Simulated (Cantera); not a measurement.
Charge: 1 mol PbO, 1.1 mol CO, a varied amount of N2, at 1448.15 K and 750 Torr.

These are equilibrium values from Cantera (NASA tables, ideal gas, pure condensed phases), not measurements of a reactor. Candidate condensed phases: C, Pb, PbO, PbO2, Pb3O4; 27 gas species. Kinetics and transport are ignored.

log p: log10 of the partial pressure in bar; n: condensed amount in mol.

```tsv
n(N2) (mol)	log p N2	log p CO2	log p Pb	log p CO	log p PbO	log p Pb2	log p NO	n Pb(l)
9.4	-0.05	-1.03	-1.84	-2.02	-4.04	-5.36	-7.33	0.843
11	-0.05	-1.09	-1.84	-2.08	-4.04	-5.36	-7.33	0.819
13	-0.04	-1.16	-1.84	-2.15	-4.04	-5.36	-7.32	0.789
15	-0.04	-1.21	-1.84	-2.21	-4.04	-5.36	-7.32	0.760
18	-0.03	-1.29	-1.84	-2.28	-4.04	-5.36	-7.32	0.715
21	-0.03	-1.35	-1.84	-2.34	-4.04	-5.36	-7.32	0.670
25	-0.03	-1.42	-1.84	-2.41	-4.04	-5.36	-7.32	0.610
29	-0.02	…	-1.84	…	-4.04	-5.36	-7.32	…
34	-0.02	-1.55	-1.84	-2.54	-4.05	-5.36	-7.32	0.476
40	-0.02	…	-1.84	…	-4.05	-5.36	-7.32	…
47	-0.02	-1.69	-1.84	-2.67	-4.05	-5.36	-7.32	0.282
55	-0.02	-1.76	-1.84	-2.73	-4.06	-5.36	-7.33	0.162
65	-0.01	-1.83	-1.84	-2.80	-4.06	-5.36	-7.33	0.0130
```

Problem. Complete the blanks.

Solution. 
- 29, log p CO2: -1.49
- 29, log p CO: -2.47
- 29, n Pb(l): 0.550
- 40, log p CO2: -1.62
- 40, log p CO: -2.60
- 40, n Pb(l): 0.386
